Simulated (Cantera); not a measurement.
A jet of 6.01 % CH₄, 17.4 % O₂, 76.6 % N₂, equivalence ratio 0.69 at 300 K and 39.8 Torr hits a platinum plate 3.6 cm away at a mass flux of 0.12 kg/m²/s; the plate temperature is set and raised in steps from an oxygen-covered start.

Detailed kinetics in Cantera: Deutschmann's 1995 Pt surface mechanism with GRI-Mech 3.0 gas chemistry. Catalytic surfaces can have several steady states; this one follows from the mechanism file's or the stated starting coverage.

x: mole fraction at the wall; θ: surface coverage.

| plate T (K) | wall x CH₄ | wall x O₂ | wall x H₂O | wall x OH | wall x CO | wall x CO₂ | θ free Pt | θ O* | θ OH* |
|---|---|---|---|---|---|---|---|---|---|
| 900 | 0.0497 | 0.152 | 0.0196 | 3.49e-8 | ___ | 0.0129 | 0.214 | 0.785 | 0.000889 |
| 950 | 0.0430 | 0.138 | 0.0321 | 1.17e-7 | ___ | 0.0211 | 0.287 | 0.712 | 0.00102 |
| 1000 | 0.0361 | 0.123 | 0.0448 | 3.44e-7 | ___ | 0.0296 | 0.363 | 0.636 | 0.00107 |
| 1050 | 0.0300 | 0.110 | 0.0560 | 8.68e-7 | ___ | 0.0371 | 0.440 | 0.559 | 0.00104 |
| 1100 | 0.0251 | 0.0995 | 0.0650 | 1.96e-6 | ___ | 0.0431 | 0.513 | 0.486 | 0.000967 |

Q: Complete the blanks.

A: 
- 900, wall x CO: 1.94e-5
- 950, wall x CO: 2.35e-5
- 1000, wall x CO: 2.71e-5
- 1050, wall x CO: 3.06e-5
- 1100, wall x CO: 3.45e-5
